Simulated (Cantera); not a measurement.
BF3 + O2 + H2 (boron, boron nitride and boron oxide)

Input: 1 mol BF3, 3.8 mol O2, 190 mol H2, held at 26.0 Pa.

Cantera equilibrium calculation (NASA polynomials, part measured and part estimated; ideal gas, pure solids and liquids). Candidate condensed phases: B, B2O3, B3O3H3, H2O; 43 gas species. Rates play no part.

```csv
T (°C),x H2,x H2O,x HF,x BOF,x HBO2,x BF3,x H,x B3O3F3,n B2O3(l)
500,0.953,0.0331,0.0132,1.35e-6,5.77e-7,0.000782,5.49e-11,4.95e-5,0.408
550,0.953,0.0327,0.0140,7.14e-6,3.10e-6,0.000515,4.44e-10,3.81e-5,0.437
600,0.953,0.0324,0.0145,3.03e-5,1.36e-5,0.000335,2.83e-9,2.81e-5,0.454
650,0.953,0.0322,0.0148,0.000108,5.05e-5,0.000217,1.48e-8,2.02e-5,0.457
700,0.952,0.0322,0.0149,0.000328,0.000163,0.000138,6.54e-8,1.40e-5,0.435
750,0.952,0.0322,0.0145,0.000865,0.000467,8.43e-5,2.50e-7,9.20e-6,0.361
800,0.951,0.0323,0.0135,0.00198,0.00121,4.61e-5,8.47e-7,5.35e-6,0.188
850,0.950,0.0323,0.0125,0.00306,0.00212,1.90e-5,2.57e-6,1.28e-6,0
900,0.950,0.0322,0.0126,0.00303,0.00217,6.53e-6,7.13e-6,1.01e-7,0
950,0.950,0.0322,0.0126,0.00299,0.00221,2.44e-6,1.82e-5,9.71e-9,0
1000,0.950,0.0321,0.0127,0.00295,0.00225,9.82e-7,4.31e-5,1.13e-9,0
1050,0.950,0.0321,0.0127,0.00291,0.00228,4.23e-7,9.59e-5,1.54e-10,0
1100,0.950,0.0321,0.0127,0.00287,0.00231,1.94e-7,0.000201,2.44e-11,0
1150,0.950,0.0320,0.0128,0.00284,0.00234,9.39e-8,0.000401,4.40e-12,0
```
x: gas mole fraction; n: condensed amount in mol.

From 500 °C to 800 °C the condensed part is B2O3(l). From 850 °C to 1150 °C nothing is condensed. The main B-bearing gas is BF3 at 500 °C and BOF at 1150 °C.
